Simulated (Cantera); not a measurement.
Charge: 1 mol B, 27 mol H₂, at 14.0 mbar.

Equilibrium computed with Cantera from the NASA thermochemical tables; the gas is ideal and each condensed phase is pure. Candidate condensed phases: B; 7 gas species. The tables' values for BH₂ are old estimates; treat these amounts as uncertain. Equilibrium is a limit: real reactors are often held back by kinetics, nucleation or transport.

x: gas mole fraction; n: condensed amount in mol.

```tsv
T (K)	x H₂	x H	x BH₂	x B	n B(s)
1423	1.000	5.61e-5	4.27e-6	1.23e-11	1.000
1523	1.000	0.000195	1.25e-5	2.71e-10	1.000
1623	0.999	0.000584	3.20e-5	4.08e-9	0.999
1723	0.998	?	7.32e-5	?	0.998
1823	0.996	0.00365	0.000152	3.74e-7	0.996
1923	0.992	0.00793	0.000293	2.51e-6	0.992
2023	0.984	?	0.000525	?	0.985
2123	0.969	0.0298	0.000881	6.54e-5	0.974
2223	0.946	0.0526	0.00140	0.000267	0.953
2323	0.909	0.0878	0.00209	0.000963	0.911
```

Question: Fill in the missing entries.

Answer: 
- 1723, x H: 0.00154
- 1723, x B: 4.46e-8
- 2023, x H: 0.0159
- 2023, x B: 1.39e-5
